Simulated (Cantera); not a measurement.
Standard-state values (1 bar) from the NASA 1993 polynomials, evaluated with Cantera. Values are per mole of reaction as written; species without (g) are pure solids or liquids, kept so even where they would boil at 1 bar. TaC: taken at fixed stoichiometry.

TaC + 4 C2H6(g) = 3 C3H8(g) + Ta, with ΔH° = 165.5 kJ and ΔS° = -106.8 J/K at 300 K.

### Question
How far is the shortcut ΔG° ≈ ΔH°(300 K) − T·ΔS°(300 K) from the full temperature-dependent value at 1123, 1173, 1223, 1273, 1323, 1373, 1423, 1473, 1523, 1573, 1623 K?

### Answer
```tsv
T (K)	shortcut (kJ)	full (kJ)	difference (kJ)	difference in log10 K
1123	285.4	281.3	4.2	-0.19
1173	290.8	286.1	4.7	-0.21
1223	296.1	290.9	5.2	-0.22
1273	301.5	295.7	5.8	-0.24
1323	306.8	300.4	6.4	-0.25
1373	312.1	305.2	7.0	-0.27
1423	317.5	309.9	7.6	-0.28
1473	322.8	314.6	8.2	-0.29
1523	328.2	319.3	8.9	-0.30
1573	333.5	324.0	9.5	-0.32
1623	338.8	328.7	10.2	-0.33
```
The shortcut ignores the heat-capacity change of the reaction.
